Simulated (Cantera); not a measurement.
What does this Cantera script print?

```python
import numpy as np
import cantera as ct

gas = ct.Solution("gri30.yaml")
gas.TPX = 1323, 1000000, {'CH3OH': 0.0061, 'O2': 0.0044, 'N2': 1}
reactor = ct.IdealGasConstPressureReactor(gas, energy="off", clone=False)
net = ct.ReactorNet([reactor])
net.rtol, net.atol = 1e-08, 1e-18
show = ['CH3OH', 'O2', 'NO2', 'C2H2', 'C2H', 'CH2CO']
times = np.geomspace(0.0009, 2, 11)

steps = ct.SolutionArray(gas, extra=["t"])
rows = []
print(f"{'t/s':>10s}{'T/K':>9s}{'P/Pa':>11s}" + "".join(f"{s:>11s}" for s in show))
for t in times:
    while net.time < t:
        t_next = net.step()
        steps.append(gas.state, t=t_next)
    rows.append([np.interp(t, steps.t, y) for y in (steps.T, steps.P, *steps(*show).X.T)])
    print(f"{t:10.3e}{rows[-1][0]:9.1f}{rows[-1][1]:11.4g}" + "".join(f"{x:11.3e}" for x in rows[-1][2:]))
rate = np.gradient(steps.T, steps.t)
print("integrator steps:", len(steps.t))
if steps.T.max() > steps.T[0] + 200:
    print(f"time of steepest temperature rise: {steps.t[rate.argmax()]:.4e} s")
gas.TPX = 1323, 1000000, {'CH3OH': 0.0061, 'O2': 0.0044, 'N2': 1}
gas.equilibrate("TP")
print(f"equilibrium (TP): T = {gas.T:.1f} K  " + "  ".join(f"{s} {gas[s].X[0]:.3e}" for s in show))
```

It prints:

```
       t/s      T/K       P/Pa      CH3OH         O2        NO2       C2H2        C2H      CH2CO
 9.000e-04   1323.0      1e+06  4.395e-04  2.288e-03  2.643e-11  7.672e-10  2.514e-15  1.136e-07
 1.945e-03   1323.0      1e+06  1.341e-09  5.078e-07  3.367e-13  7.583e-10  4.229e-15  1.564e-09
 4.203e-03   1323.0      1e+06  9.020e-10  5.426e-08  9.898e-14  1.607e-09  1.600e-15  1.476e-09
 9.084e-03   1323.0      1e+06  4.194e-10  1.889e-08  6.441e-14  2.629e-09  6.688e-16  8.581e-10
 1.963e-02   1323.0      1e+06  1.721e-10  9.697e-09  4.447e-14  3.309e-09  2.796e-16  3.870e-10
 4.243e-02   1323.0      1e+06  7.311e-11  5.719e-09  2.786e-14  3.695e-09  1.235e-16  1.561e-10
 9.169e-02   1323.0      1e+06  3.300e-11  3.534e-09  1.626e-14  3.910e-09  5.799e-17  5.761e-11
 1.981e-01   1323.0      1e+06  1.631e-11  2.156e-09  8.780e-15  4.028e-09  3.028e-17  2.130e-11
 4.282e-01   1323.0      1e+06  1.006e-11  1.166e-09  4.006e-15  4.091e-09  2.006e-17  1.074e-11
 9.254e-01   1323.0      1e+06  8.477e-12  4.153e-10  1.157e-15  4.116e-09  1.758e-17  8.568e-12
 2.000e+00   1323.0      1e+06  7.846e-12  5.140e-11  1.620e-16  4.113e-09  1.668e-17  7.814e-12
integrator steps: 2433
equilibrium (TP): T = 1323.0 K  CH3OH 1.501e-14  O2 2.193e-15  NO2 1.676e-19  C2H2 2.601e-16  C2H 9.481e-25  CH2CO 1.250e-15
```

Cantera simulation using GRI-Mech 3.0 (53 species, 325 reactions); the numbers are that mechanism's predictions, not measurements. GRI-Mech 3.0 was tuned for natural gas; its chemistry of methanol as a main component is partial and can be far from experiment.
